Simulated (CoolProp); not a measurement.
The numbers come from the reference Helmholtz-energy equation of state, Thol 2014 in CoolProp.

**Question.** For chloromethane (R40), give the phase and the speed of sound (m/s), fugacity coefficient at 264.2 K and 43.3 bar; 264.2 K and 86.6 bar; 264.2 K and 173 bar.

**Answer.** 
- 264.2 K and 43.3 bar: liquid; speed of sound 1010, fugacity coefficient 0.0452
- 264.2 K and 86.6 bar: liquid; speed of sound 1040, fugacity coefficient 0.0250
- 264.2 K and 173 bar: liquid; speed of sound 1090, fugacity coefficient 0.0153
